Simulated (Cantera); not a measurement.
A perfectly stirred reactor is fed with NO : N₂ = 1 : 13 (molar parts), at 22.5 Torr; it is held at 2073 K, and followed from long to short residence time.

Model: GRI-Mech 3.0 (53 species, 325 reactions), integrated in Cantera. Radical loss at walls, strong at low pressure, is not modelled.

**Question.** What does this change do: N2 13 to 7.7 parts?

**Answer.** 
```json
[
 {"quantity": "x(NO) at τ = 1.70 s", "before": "0.0649", "after": "0.0996"},
 {"quantity": "x(N₂O) at τ = 1.70 s", "before": "1.84e-6", "after": "4.09e-6"},
 {"quantity": "x(O₂) at τ = 1.70 s", "before": "0.00305", "after": "0.00734"},
 {"quantity": "x(O) at τ = 1.70 s", "before": "0.000411", "after": "0.000634"},
 {"quantity": "x(NO₂) at τ = 1.70 s", "before": "2.19e-6", "after": "5.09e-6"},
 {"quantity": "x(NO) at τ = 38.0 ms", "before": "0.0714", "after": "0.115"},
 {"quantity": "x(N₂O) at τ = 38.0 ms", "before": "2.04e-6", "after": "5.24e-6"},
 {"quantity": "x(O₂) at τ = 38.0 ms", "before": "3.56e-6", "after": "1.48e-5"},
 {"quantity": "x(O) at τ = 38.0 ms", "before": "2.02e-5", "after": "5.09e-5"},
 {"quantity": "x(NO₂) at τ = 38.0 ms", "before": "1.19e-7", "after": "4.74e-7"}
]
```

**Question.** What does this change do: NO 1 to 0.19 parts?

**Answer.** 
```json
[
 {"quantity": "x(NO) at τ = 1.70 s", "before": "0.0649", "after": "0.0142"},
 {"quantity": "x(N₂O) at τ = 1.70 s", "before": "1.84e-6", "after": "9.93e-8"},
 {"quantity": "x(O₂) at τ = 1.70 s", "before": "0.00305", "after": "6.40e-5"},
 {"quantity": "x(O) at τ = 1.70 s", "before": "0.000411", "after": "4.24e-5"},
 {"quantity": "x(NO₂) at τ = 1.70 s", "before": "2.19e-6", "after": "5.35e-8"},
 {"quantity": "x(NO) at τ = 38.0 ms", "before": "0.0714", "after": "0.0144"},
 {"quantity": "x(N₂O) at τ = 38.0 ms", "before": "2.04e-6", "after": "8.34e-8"},
 {"quantity": "x(O₂) at τ = 38.0 ms", "before": "3.56e-6", "after": "2.91e-8"},
 {"quantity": "x(O) at τ = 38.0 ms", "before": "2.02e-5", "after": "8.32e-7"},
 {"quantity": "x(NO₂) at τ = 38.0 ms", "before": "1.19e-7", "after": "1.01e-9"}
]
```
